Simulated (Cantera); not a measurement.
An isothermal, constant-pressure homogeneous reactor starts with CO : O2 : H2O : N2 = 0.02 : 0.0064 : 0.00044 : 1 (molar parts), equivalence ratio 1.6, at 1025 K and 2.00 bar.

Detailed kinetics in Cantera: GRI-Mech 3.0 (53 species, 325 reactions).

**Question.** Predict: x(CO) at 20.0 s; x(O2) at 20.0 s; x(H2O) at 20.0 s; x(CO2) at 20.0 s; x(NO) at 20.0 s.

**Answer.** 
| Item | Value |
|---|---|
| x(CO) at 20.0 s | 0.00713 (gas-phase equilibrium 0.00688) |
| x(O2) at 20.0 s | 5.25e-5 (gas-phase equilibrium <1e-12) |
| x(H2O) at 20.0 s | 0.000398 (gas-phase equilibrium 0.000253) |
| x(CO2) at 20.0 s | 0.0125 (gas-phase equilibrium 0.0127) |
| x(NO) at 20.0 s | 1.88e-8 (gas-phase equilibrium <1e-12) |
